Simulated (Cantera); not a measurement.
# Premixed flame

A freely propagating, adiabatic, planar premixed flame of 46.9 % H₂, 11.2 % O₂, 42.0 % N₂, equivalence ratio 2.1, unburnt at 350 K and 0.670 bar; mixture-averaged transport, grid criteria slope 0.08 and curve 0.16, no radiation.

Detailed kinetics in Cantera: the H2/O2 subset of GRI-Mech 3.0, which has no nitrogen chemistry. Burning velocities carry a grid error of a few per cent, more on coarse grids.

```csv
z (mm),T (K),u (m/s),x H₂,x O₂,x HO₂,x H,x OH,x O
-1.82,350,3.62,0.469,0.112,<1e-8,<1e-8,<1e-8,<1e-8
-1.21,350,3.62,0.469,0.112,<1e-8,<1e-8,<1e-8,<1e-8
-0.911,350,3.62,0.469,0.112,<1e-8,<1e-8,<1e-8,<1e-8
-0.607,350,3.63,0.469,0.112,4.66e-8,<1e-8,<1e-8,<1e-8
-0.304,375,3.85,0.464,0.112,0.000158,2.18e-5,2.90e-5,2.89e-6
-0.152,672,6.71,0.429,0.105,0.000174,0.00608,0.000779,0.000180
0,1077,10.5,0.347,0.0752,6.06e-5,0.0366,0.00119,0.00186
0.152,1348,13.0,0.263,0.0267,1.94e-5,0.0703,0.00243,0.00277
0.304,1473,14.2,0.233,0.00579,4.04e-6,0.0794,0.00256,0.00143
0.607,1580,15.1,0.231,0.000571,3.83e-7,0.0718,0.00274,0.000740
1.21,1687,16.0,0.240,0.000249,1.68e-7,0.0575,0.00287,0.000553
2.43,1791,16.8,0.249,0.000156,1.07e-7,0.0428,0.00269,0.000360
4.86,1882,17.6,0.257,8.20e-5,6.08e-8,0.0297,0.00223,0.000195
```
x: mole fraction of selected species; z is measured from the peak of heat release.

The laminar burning velocity is 362 cm/s and the thermal thickness is 0.607 mm. The peak x(HO₂) comes out as 0.000341, the peak x(H) comes out as 0.0794 and the peak x(OH) is 0.00287. The peak x(O) comes out as 0.00294.
